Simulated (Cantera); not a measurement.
Charge: 1 mol H2O, 0.076 mol O2, 1.3 mol H2, equilibrated at 875 °C and 7.50 bar.

Equilibrium computed with Cantera from the NASA thermochemical tables; the gas is ideal and each condensed phase is pure. Candidate condensed phases: H2O; 9 gas species. Equilibrium is a limit: real reactors are often held back by kinetics, nucleation or transport.

### Question
What is the equilibrium state?

### Answer
```
Quantity        Value
----------  ---------
x(H2O)          0.501
x(H2)           0.499
gas amount  2.300 mol
```
